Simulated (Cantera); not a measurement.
## Transport properties of process gases

Gas mixture: H₂O = 0.082 (molar parts), at 0.00700 bar, frozen composition.

Cantera's kinetic-theory transport with the Lennard-Jones parameters of GRI-Mech 3.0, ideal gas; thermal conductivity in the mixture-averaged form. Polar gases are described roughly by these parameters.

```json
[
 {"T (K)": "400", "ρ (kg/m³)": "0.00379", "cp (J/kg/K)": "1902", "μ (µPa s)": "14.0", "λ (mW/m/K)": "37.0", "Pr": "0.718", "D (cm²/s) CH₃": "59.3", "D (cm²/s) NH₃": "50.8", "D (cm²/s) C₂H₂": "43.7"},
 {"T (K)": "650", "ρ (kg/m³)": "0.00233", "cp (J/kg/K)": "2049", "μ (µPa s)": "23.4", "λ (mW/m/K)": "66.8", "Pr": "0.717", "D (cm²/s) CH₃": "147", "D (cm²/s) NH₃": "137", "D (cm²/s) C₂H₂": "111"},
 {"T (K)": "900", "ρ (kg/m³)": "0.00169", "cp (J/kg/K)": "2220", "μ (µPa s)": "32.6", "λ (mW/m/K)": "102", "Pr": "0.712", "D (cm²/s) CH₃": "263", "D (cm²/s) NH₃": "260", "D (cm²/s) C₂H₂": "200"},
 {"T (K)": "1150", "ρ (kg/m³)": "0.00132", "cp (J/kg/K)": "2401", "μ (µPa s)": "41.5", "λ (mW/m/K)": "140", "Pr": "0.713", "D (cm²/s) CH₃": "404", "D (cm²/s) NH₃": "416", "D (cm²/s) C₂H₂": "309"},
 {"T (K)": "1400", "ρ (kg/m³)": "0.00108", "cp (J/kg/K)": "2565", "μ (µPa s)": "50.0", "λ (mW/m/K)": "179", "Pr": "0.716", "D (cm²/s) CH₃": "567", "D (cm²/s) NH₃": "600", "D (cm²/s) C₂H₂": "436"},
 {"T (K)": "1650", "ρ (kg/m³)": "0.000919", "cp (J/kg/K)": "2708", "μ (µPa s)": "58.0", "λ (mW/m/K)": "219", "Pr": "0.718", "D (cm²/s) CH₃": "749", "D (cm²/s) NH₃": "811", "D (cm²/s) C₂H₂": "578"}
]
```
D: mixture-averaged diffusion coefficient of that species in the mixture.
